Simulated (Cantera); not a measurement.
Premixed flame

A freely propagating, adiabatic, planar premixed flame of CH4 : C2H6 : C3H8 : O2 : N2 = 1 : 1 : 0.041 : 5.82 : 21.9 (molar parts), equivalence ratio 0.98, unburnt at 525 K and 0.250 bar; mixture-averaged transport, grid criteria slope 0.08 and curve 0.16, no radiation.

Cantera simulation using GRI-Mech 3.0 (53 species, 325 reactions); the numbers are that mechanism's predictions, not measurements. Burning velocities carry a grid error of a few per cent, more on coarse grids.

```
z (mm)  T (K)  u (m/s)     x CH4    x C2H6    x C3H8    x C2H4     x NO    x C2H2
------  -----  -------  --------  --------  --------  --------  -------  --------
-3.29     525     1.30    0.0336    0.0336   0.00138   6.61e-8    <1e-8     <1e-8
-2.19     526     1.31    0.0335    0.0335   0.00137   1.51e-6    <1e-8   6.71e-8
-1.64     530     1.32    0.0333    0.0334   0.00137   1.17e-5    <1e-8   5.10e-7
-1.10     570     1.43    0.0324    0.0328   0.00136  0.000156  7.77e-8   7.11e-6
-0.548    912     2.34    0.0258    0.0253   0.00123   0.00181  1.10e-6  0.000125
-0.274   1320     3.46    0.0167    0.0114  0.000606   0.00333  2.91e-6  0.000384
0        1706     4.54   0.00542  0.000834   2.40e-5   0.00166  6.37e-6  0.000623
0.274    1861     4.96  0.000627   4.61e-6   3.08e-8  0.000114  1.10e-5  0.000137
0.548    1895     5.04   3.78e-5     <1e-8     <1e-8   2.67e-6  1.42e-5   6.47e-6
1.10     1922     5.09   1.43e-7     <1e-8     <1e-8     <1e-8  1.70e-5     <1e-8
2.19     1955     5.15     <1e-8     <1e-8     <1e-8     <1e-8  2.03e-5     <1e-8
4.38     1999     5.25     <1e-8     <1e-8     <1e-8     <1e-8  2.64e-5     <1e-8
8.76     2061     5.39     <1e-8     <1e-8     <1e-8     <1e-8  3.88e-5     <1e-8
```
x: mole fraction of selected species; z is measured from the peak of heat release.

| Property | Result |
|---|---|
| laminar burning velocity | 130 cm/s |
| thermal thickness | 1.10 mm |
| peak x(C2H4) | 0.00337 |
| peak x(C2H2) | 0.000643 |
| grid points | 159 |
